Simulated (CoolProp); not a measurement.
R13 along the isotherm 450 K: density (kg/m³) from the reference equation and from simpler models built on Tc = 303.0 K, pc = 39.73 bar, ω = 0.175; each cubic takes its own stable root.

Computed with CoolProp (reference Helmholtz-energy equation of state, Platzer 1990). This equation is an older, rougher fit.

| p (bar) | phase | reference | ideal gas | Redlich-Kwong | Soave-Redlich-Kwong | Peng-Robinson |
|---|---|---|---|---|---|---|
| 1.81 | gas | 5.072 | 5.053 | 5.077 | 5.071 | 5.077 |
| 3.61 | gas | 10.15 | 10.08 | 10.17 | 10.15 | 10.17 |
| 5.42 | gas | 15.30 | 15.13 | 15.34 | 15.29 | 15.34 |
| 7.22 | gas | 20.46 | 20.16 | 20.53 | 20.44 | 20.53 |
| 9.03 | gas | 25.68 | 25.21 | 25.80 | 25.65 | 25.79 |
| 10.8 | gas | 30.83 | 30.15 | 30.99 | 30.79 | 30.99 |
| 12.6 | gas | 36.10 | 35.18 | 36.33 | 36.04 | 36.31 |
| 14.4 | gas | 41.41 | 40.20 | 41.71 | 41.33 | 41.68 |
| 16.3 | gas | 47.05 | 45.51 | 47.44 | 46.95 | 47.40 |
| 18.1 | gas | 52.44 | 50.53 | 52.93 | 52.31 | 52.87 |
| 19.9 | gas | 57.87 | 55.56 | 58.46 | 57.70 | 58.38 |
